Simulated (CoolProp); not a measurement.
Vapour-liquid equilibrium of n-heptane (1) + toluene (2) at 0.765 bar; x and y are mole fractions of (1).

Computed with CoolProp (multi-fluid Helmholtz-energy mixture model, Span 2003 and Lemmon 2006; pair parameters Bell 2016).

```csv
x,bubble temperature (K),y at the bubble point,dew temperature at overall composition x (K),liquid density (mol/L)
0.05,372.6,0.091,373.3,8.416
0.125,370.7,0.205,372.0,8.202
0.2,369.1,0.299,370.7,7.994
0.275,367.9,0.380,369.5,7.794
0.35,366.8,0.452,368.3,7.601
0.425,365.9,0.518,367.2,7.416
0.5,365.2,0.581,366.2,7.238
0.575,364.5,0.643,365.3,7.067
0.65,364.0,0.703,364.5,6.903
0.725,363.5,0.764,363.8,6.745
0.8,363.1,0.826,363.2,6.594
0.875,362.7,0.890,362.8,6.448
0.95,362.4,0.955,362.4,6.308
```

No azeotrope shows between x = 0.05 and 0.95.

Pair parameters are fitted to limited data, so mixtures are less certain than the pure fluids.
